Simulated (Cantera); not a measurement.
Cantera run, input and output.

```python
import numpy as np
import cantera as ct

gas = ct.Solution("h2o2.yaml")
gas.TPX = 1050, 16000, {'H2': 1.2, 'O2': 1, 'N2': 4}
reactor = ct.IdealGasConstPressureReactor(gas, energy="off", clone=False)
net = ct.ReactorNet([reactor])
net.rtol, net.atol = 1e-08, 1e-18
show = ['H2', 'O2', 'HO2', 'OH', 'H2O', 'H2O2', 'H']
times = np.geomspace(2e-05, 100, 9)

steps = ct.SolutionArray(gas, extra=["t"])
rows = []
print(f"{'t/s':>10s}{'T/K':>9s}{'P/Pa':>11s}" + "".join(f"{s:>11s}" for s in show))
for t in times:
    while net.time < t:
        t_next = net.step()
        steps.append(gas.state, t=t_next)
    rows.append([np.interp(t, steps.t, y) for y in (steps.T, steps.P, *steps(*show).X.T)])
    print(f"{t:10.3e}{rows[-1][0]:9.1f}{rows[-1][1]:11.4g}" + "".join(f"{x:11.3e}" for x in rows[-1][2:]))
rate = np.gradient(steps.T, steps.t)
print("integrator steps:", len(steps.t))
if steps.T.max() > steps.T[0] + 200:
    print(f"time of steepest temperature rise: {steps.t[rate.argmax()]:.4e} s")
gas.TPX = 1050, 16000, {'H2': 1.2, 'O2': 1, 'N2': 4}
gas.equilibrate("TP")
print(f"equilibrium (TP): T = {gas.T:.1f} K  " + "  ".join(f"{s} {gas[s].X[0]:.3e}" for s in show))
```

Result:

```
       t/s      T/K       P/Pa         H2         O2        HO2         OH        H2O       H2O2          H
 2.000e-05   1050.0    1.6e+04  1.935e-01  1.613e-01  2.746e-10  1.533e-11  6.671e-11  1.162e-13  2.931e-10
 1.375e-04   1050.0    1.6e+04  1.935e-01  1.613e-01  3.320e-09  1.098e-09  1.925e-08  7.248e-12  1.683e-08
 9.457e-04   1050.0    1.6e+04  2.027e-02  8.345e-02  2.124e-05  2.875e-03  1.667e-01  1.780e-06  3.464e-02
 6.503e-03   1050.0    1.6e+04  2.865e-04  7.150e-02  6.512e-06  1.318e-04  2.139e-01  1.176e-06  1.422e-05
 4.472e-02   1050.0    1.6e+04  6.412e-06  7.142e-02  3.148e-07  2.528e-05  2.143e-01  1.469e-07  7.174e-08
 3.075e-01   1050.0    1.6e+04  1.222e-07  7.143e-02  1.581e-08  6.605e-06  2.143e-01  1.526e-08  8.531e-10
 2.115e+00   1050.0    1.6e+04  1.096e-08  7.143e-02  1.974e-09  2.258e-06  2.143e-01  2.066e-09  3.320e-11
 1.454e+01   1050.0    1.6e+04  1.596e-09  7.143e-02  7.121e-10  8.639e-07  2.143e-01  3.213e-10  1.966e-12
 1.000e+02   1050.0    1.6e+04  7.346e-10  7.143e-02  8.193e-10  5.205e-07  2.143e-01  1.202e-10  5.586e-13
integrator steps: 2219
equilibrium (TP): T = 1050.0 K  H2 7.298e-10  O2 7.143e-02  HO2 8.224e-10  OH 5.171e-07  H2O 2.143e-01  H2O2 1.187e-10  H 5.514e-13
```

Model: the H2/O2 subset of GRI-Mech 3.0, which has no nitrogen chemistry, integrated in Cantera. The temperature is held fixed by assumption; the heat of reaction is taken as removed at once.
